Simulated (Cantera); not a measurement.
Input (Python, Cantera):

```python
import numpy as np
import cantera as ct

gas = ct.Solution("gri30.yaml")
gas.TP = 300, 101325
flame = ct.CounterflowDiffusionFlame(gas, width=0.02)
flame.fuel_inlet.X, flame.fuel_inlet.T = {'CH4': 1}, 475
flame.oxidizer_inlet.X, flame.oxidizer_inlet.T = {'O2': 0.25, 'N2': 0.75}, 473
flame.set_refine_criteria(ratio=3, slope=0.12, curve=0.24, prune=0.03)
show = ['OH', 'H', 'NO', 'CO', 'C2H2']

rows = []
print(f"{'mdot':>8s}{'a_max':>10s}{'a_mean':>10s}{'Tmax/K':>9s}" + "".join(f"{s:>11s}" for s in show) + "   (peak mole fractions)")
for i, mdot in enumerate([0.25, 0.33, 0.43, 0.57, 0.74, 0.97, 1.3, 1.7, 2.2]):  # kg/m2/s on the oxidiser side
    flame.oxidizer_inlet.mdot, flame.fuel_inlet.mdot = mdot, 0.6 * mdot
    flame.solve(loglevel=0, auto=(i == 0))
    if flame.T.max() < max(475, 473) + 100:
        print(f"{mdot:8.3g}  no burning solution found from the previous one")
        break
    dT = np.abs(np.gradient(flame.T, flame.grid))
    rows.append([flame.strain_rate("max"), flame.strain_rate("mean"), flame.T.max(),
                 *(flame.X[gas.species_index(s)].max() for s in show), max(dT[0], dT[-1]) / dT.max()])
    print(f"{mdot:8.3g}{rows[-1][0]:10.1f}{rows[-1][1]:10.1f}{rows[-1][2]:9.1f}" + "".join(f"{x:11.3e}" for x in rows[-1][3:-1]))
```

Result:

```
    mdot     a_max    a_mean   Tmax/K         OH          H         NO         CO       C2H2   (peak mole fractions)
    0.25     184.1      34.9   2277.4  1.210e-02  5.522e-03  4.491e-04  7.779e-02  1.947e-02
    0.33     233.5      46.1   2263.4  1.213e-02  5.753e-03  4.188e-04  7.648e-02  1.884e-02
    0.43     293.7      60.1   2250.6  1.211e-02  5.955e-03  3.910e-04  7.515e-02  1.813e-02
    0.57     376.5      79.7   2239.2  1.209e-02  6.179e-03  3.645e-04  7.403e-02  1.751e-02
    0.74     474.8     103.4   2229.1  1.205e-02  6.384e-03  3.396e-04  7.304e-02  1.689e-02
    0.97     605.5     135.6   2219.3  1.200e-02  6.606e-03  3.133e-04  7.220e-02  1.627e-02
     1.3     788.1     181.7   2206.2  1.186e-02  6.803e-03  2.812e-04  7.127e-02  1.550e-02
     1.7    1004.1     237.6   2191.7  1.163e-02  6.936e-03  2.489e-04  7.043e-02  1.466e-02
     2.2    1269.7     307.5   2176.6  1.135e-02  7.030e-03  2.170e-04  6.979e-02  1.385e-02
```

Model: GRI-Mech 3.0 (53 species, 325 reactions), integrated in Cantera. GRI-Mech 3.0 has no aromatics or soot, which form on the fuel side of real flames. The maximum strain rate includes the flame's own expansion and is several times the mean.
